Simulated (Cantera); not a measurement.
A closed system holds: 1 mol CH3Cl, 0.041 mol Si, 2.5 mol H2, equilibrated at 2900 °C and 25.0 Pa.

These are equilibrium values from Cantera (NASA tables, ideal gas, pure condensed phases), not measurements of a reactor. Candidate condensed phases: C, C6H6, C7H8, C8H18, Si, SiC; 109 gas species. Rates play no part.

Base state: H 0.804, Cl 0.101, C 0.0789, C2 0.00504, Si 0.00411, C3 0.00394, H2 0.00237, HCl 0.000441 (mole fractions); condensed: gas only.

**Question.** What changes in the equilibrium state with this change: H2 from 2.5 to 0.21 mol?

**Answer.** 
```json
[
 {"species": "H", "before": "0.804", "after": "0.650"},
 {"species": "Cl", "before": "0.101", "after": "0.191"},
 {"species": "C", "before": "0.0789", "after": "0.122"},
 {"species": "C3", "before": "0.00394", "after": "0.0146"},
 {"species": "C2", "before": "0.00504", "after": "0.0121"},
 {"species": "Si", "before": "0.00411", "after": "0.00769"},
 {"species": "C4", "before": "1.75e-6", "after": "1.01e-5"},
 {"species": "SiC2", "before": "3.20e-5", "after": "0.000144"},
 {"species": "C2H", "before": "0.000118", "after": "0.000228"},
 {"species": "H2", "before": "0.00237", "after": "0.00155"}
]
```
